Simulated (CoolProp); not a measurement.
A single-stage vapour-compression cycle with R407C: evaporating at 284.15 K (dew point), condensing at 341.15 K (bubble point), superheat 2 K, subcooling 8 K, compressor efficiency 0.65, no pressure losses. Each further row changes one setting.

Values from CoolProp's reference Helmholtz-energy equation of state, Lemmon 2003. It is a pseudo-pure fit of the blend.

| case | cooling COP | pressure ratio | discharge temperature (K) | refrigerating effect (kJ/kg) | volumetric capacity (kJ/m³) |
|---|---|---|---|---|---|
| as stated | 2.05 | 4.93 | 378.0 | 122 | 3420 |
| evaporating temperature 289.15 K | 2.34 | 4.21 | 374.8 | 125 | 4080 |
| condensing temperature 336.15 K | 2.35 | 4.44 | 371.4 | 131 | 3670 |
| subcooling 13 K | 2.21 | 4.93 | 378.0 | 132 | 3680 |
| superheat 12 K | 2.08 | 4.93 | 388.8 | 132 | 3500 |
| compressor efficiency 0.55 | 1.74 | 4.93 | 386.4 | 122 | 3420 |
